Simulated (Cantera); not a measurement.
Gas-phase reforming

An isothermal, constant-pressure homogeneous reactor starts with 37.5 % CH4, 60.0 % H2O, 2.55 % H2, at 1975 K and 1.00 bar.

Detailed kinetics in Cantera: GRI-Mech 3.0 (53 species, 325 reactions).

```csv
t (s),x CH4,x H2O,x H2,x HCO,x H2O2
2.00e-6,0.373,0.599,0.0264,2.93e-10,6.26e-12
6.70e-6,0.367,0.598,0.0293,2.15e-8,5.14e-11
2.24e-5,0.334,0.589,0.0540,5.79e-7,2.59e-10
7.52e-5,0.219,0.539,0.176,7.91e-7,2.88e-10
0.000252,0.108,0.475,0.314,3.51e-7,2.02e-10
0.000844,0.0435,0.424,0.402,1.64e-7,1.70e-10
0.00283,0.0213,0.361,0.468,9.72e-8,1.25e-10
0.00948,0.0150,0.269,0.543,8.01e-8,5.79e-11
0.0317,0.00833,0.179,0.615,8.16e-8,2.18e-11
0.106,0.00249,0.129,0.656,8.70e-8,1.04e-11
0.356,3.37e-5,0.120,0.665,8.71e-8,8.88e-12
1.19,2.43e-8,0.120,0.665,8.72e-8,8.90e-12
4.00,2.43e-8,0.120,0.665,8.72e-8,8.90e-12
```
x: mole fraction; the columns are a selection and need not sum to one.

Equilibrium at this temperature and pressure: CH4 2.91e-8, H2O 0.120, H2 0.665, HCO 8.72e-8, H2O2 8.90e-12 (gas phase only).
